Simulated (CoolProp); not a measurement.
Vapour-liquid equilibrium of sulfur dioxide (1) + toluene (2) at 39.25 °C; x and y are mole fractions of (1).

Values from CoolProp's multi-fluid Helmholtz-energy mixture model, Gao 2016 and Lemmon 2006; pair parameters Bell 2016.

Q: Give the bubble pressure and the first vapour's composition at x = 0.15, 0.25, 0.85. Is there an azeotrope?

A: x = 0.15: 81.33 kPa, y = 0.919; x = 0.25: 142.6 kPa, y = 0.959; x = 0.85: 520.6 kPa, y = 0.997. No azeotrope shows between x = 0.05 and 0.95.

Pair parameters are fitted to limited data, so mixtures are less certain than the pure fluids.
